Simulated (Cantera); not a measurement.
Input (Python, Cantera) and output of one run.

```python
import numpy as np
import cantera as ct

gas_names = """
    Ca CaCL CaCL2 Ca2 CL CL2 H HCL H2 N NH NH2 NH3 N2 N2H2 N2H4
""".split()
cond_names = """
    Ca(a) Ca(b) Ca(L) CaCL2(s) CaCL2(L) NH4CL(a) NH4CL(b)
""".split()


# ... load() reads the species with a 1 bar reference pressure and builds the phases ...
atoms = {
    'CaCl2': {'Ca': 1, 'CL': 2},
    'H2': {'H': 2},
    'N2': {'N': 2},
}
top_T = {}  # K; cautious upper limits of use, not melting points


# ... equilibrate(T, P, feed) seeds the gas with the atoms and calls Mixture.equilibrate('TP', solver="vcs", rtol=1e-11, max_steps=5000) ...
results = []
feed = {'CaCl2': 1, 'H2': 0.86, 'N2': 480}  # mol
T = 1150  # K
P = 110  # Pa
mix = equilibrate(T, P, feed)
results.append((T, P, feed, dict(zip(mix.species_names, mix.species_moles))))
x = sorted(zip(gas.X, gas.species_names), reverse=True)
print(f"T = {T:g} K  P = {P:g} Pa  gas = {mix.phase_moles(0):.4g} mol")
print("   x: " + "  ".join(f"{s} {v:.3e}" for v, s in x if v > 1e-06))
print("   condensed (mol): " + ("  ".join(f"{mix.phase(i).name} {mix.phase_moles(i):.4g}"
      for i in range(1, mix.n_phases) if mix.phase_moles(i) > 1e-12) or "none"))
```

Output:

```
T = 1150 K  P = 110 Pa  gas = 481.8 mol
   x: N2 9.963e-01  CaCL2 1.900e-03  H2 1.784e-03  HCL 1.780e-06  CaCL 1.478e-06
   condensed (mol): CaCL2(L) 0.08378
```

Cantera equilibrium calculation (NASA polynomials, part measured and part estimated; ideal gas, pure solids and liquids).
